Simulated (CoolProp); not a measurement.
A single-stage vapour-compression cycle with the fluid: evaporating at 286.15 K (dew point), condensing at 333.15 K (bubble point), superheat 8 K, subcooling 0 K, compressor efficiency 0.85, no pressure losses. The same conditions are run with several fluids, on thermodynamics alone (safety and materials aside).

Values from CoolProp's reference Helmholtz-energy equation of state of each fluid (R22: Kamei 1995; R21: Platzer 1990; propane: Lemmon 2009; cyclopentane: Gedanitz 2015; cis-2-butene: Lemmon 2005; CH2F2 (R32): Tillner-Roth 1997). The equations of Platzer and Polt are older, rougher fits.

Rank R22, R21, propane, cyclopentane, cis-2-butene, CH2F2 (R32) by cooling COP, highest first.

cyclopentane (4.51), R21 (4.41), cis-2-butene (4.30), R22 (3.82), propane (3.69), CH2F2 (R32) (3.50)

```tsv
fluid	pressure ratio	discharge temperature (K)	refrigerating effect (kJ/kg)	volumetric capacity (kJ/m³)
R22	3.26	365.5	138	4160
R21	4.39	370.8	192	993
propane	3.06	348.5	236	3380
cyclopentane	5.52	353.5	336	252
cis-2-butene	4.06	349.0	308	1060
CH2F2 (R32)	3.25	381.1	206	6420
```
